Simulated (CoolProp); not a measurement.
Vapour-liquid equilibrium of dimethyl ether (1) + methanol (2) at 43.25 °C; x and y are mole fractions of (1).

Values from CoolProp's multi-fluid Helmholtz-energy mixture model, Wu 2011 and de Reuck 1993; pair parameters Bell 2016.

```csv
x,bubble pressure (MPa),y at the bubble point,dew pressure at overall composition x (MPa),liquid density (mol/L)
0.05,0.1332,0.697,0.04344,23.34
0.125,0.2550,0.847,0.04715,22.40
0.2,0.3575,0.895,0.05151,21.49
0.275,0.4426,0.918,0.05676,20.63
0.35,0.5132,0.932,0.06319,19.80
0.425,0.5722,0.941,0.07127,19.00
0.5,0.6230,0.949,0.08173,18.23
0.575,0.6688,0.955,0.09580,17.49
0.65,0.7125,0.961,0.1157,16.77
0.725,0.7571,0.967,0.1461,16.08
0.8,0.8050,0.974,0.1981,15.40
0.875,0.8586,0.982,0.3067,14.75
0.95,0.9204,0.992,0.6320,14.11
```

No azeotrope shows between x = 0.05 and 0.95.

The pair parameters rest on a limited set of measurements; away from them the model extrapolates. With so large a gap from Raoult's law the liquid may split in two, which this calculation doesn't test in full.
